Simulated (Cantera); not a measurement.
A closed system holds: 1 mol HMDSO, 6 mol NO, 1.7 mol N2, at 0.140 bar.

Method: chemical equilibrium by Gibbs-energy minimisation in Cantera with the NASA 1993 tables (ideal gas, pure condensed phases). Candidate condensed phases: C, C6H6, C7H8, C8H18, H2O, Si, SiC, SiO2, Si2N2O, Si3N4; 151 gas species. The feed counts by its element totals alone. Equilibrium is a limit: real reactors are often held back by kinetics, nucleation or transport.

Task: At 1473 K, list the 4 most abundant gas species with their mole fractions, and the condensed phases.

Result: H2 0.481, CO 0.321, N2 0.198, HCN 0.000115. Condensed: Si2N2O(s).
